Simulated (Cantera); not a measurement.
Reactions in the system Ba-H-O

Source: NASA polynomial tables (part measured, part estimated), evaluated in Cantera. Values are per mole of reaction as written; species without (g) are pure solids or liquids, kept so even where they would boil at 1 bar.

Ba + Ba(OH)2 → H2(g) + 2 BaO

| T (K) | ΔH° (kJ) | ΔS° (J/K) | ΔG° (kJ) | log10 K | condensed phases |
|---|---|---|---|---|---|
| 300 | -149.9 | 105.3 | -181.5 | 31.61 | Ba(s), Ba(OH)2(s), BaO(s) |
| 1573 | -210.3 | 32.0 | -260.5 | 8.65 | Ba(l), Ba(OH)2(l), BaO(s) |
| 1598 | -210.9 | 31.6 | -261.3 | 8.54 | Ba(l), Ba(OH)2(l), BaO(s) |
| 1623 | -211.5 | 31.2 | -262.1 | 8.44 | Ba(l), Ba(OH)2(l), BaO(s) |
| 1648 | -212.1 | 30.8 | -262.9 | 8.33 | Ba(l), Ba(OH)2(l), BaO(s) |
| 1673 | -212.7 | 30.4 | -263.6 | 8.23 | Ba(l), Ba(OH)2(l), BaO(s) |
| 1698 | -213.3 | 30.1 | -264.4 | 8.13 | Ba(l), Ba(OH)2(l), BaO(s) |
| 1723 | -213.9 | 29.7 | -265.1 | 8.04 | Ba(l), Ba(OH)2(l), BaO(s) |
| 1748 | -214.5 | 29.4 | -265.9 | 7.95 | Ba(l), Ba(OH)2(l), BaO(s) |
| 1773 | -215.0 | 29.1 | -266.6 | 7.85 | Ba(l), Ba(OH)2(l), BaO(s) |

2 Ba + 2 OH(g) → H2(g) + 2 BaO

```tsv
T (K)	ΔH° (kJ)	ΔS° (J/K)	ΔG° (kJ)	log10 K	condensed phases
300	-1174.9	-217.3	-1109.7	193.22	Ba(s), BaO(s)
1573	-1181.3	-219.7	-835.7	27.75	Ba(l), BaO(s)
1598	-1181.1	-219.6	-830.2	27.14	Ba(l), BaO(s)
1623	-1180.8	-219.4	-824.7	26.54	Ba(l), BaO(s)
1648	-1180.6	-219.3	-819.3	25.97	Ba(l), BaO(s)
1673	-1180.4	-219.1	-813.8	25.41	Ba(l), BaO(s)
1698	-1180.1	-219.0	-808.3	24.86	Ba(l), BaO(s)
1723	-1179.8	-218.8	-802.8	24.34	Ba(l), BaO(s)
1748	-1179.6	-218.7	-797.4	23.83	Ba(l), BaO(s)
1773	-1179.3	-218.5	-791.9	23.33	Ba(l), BaO(s)
```
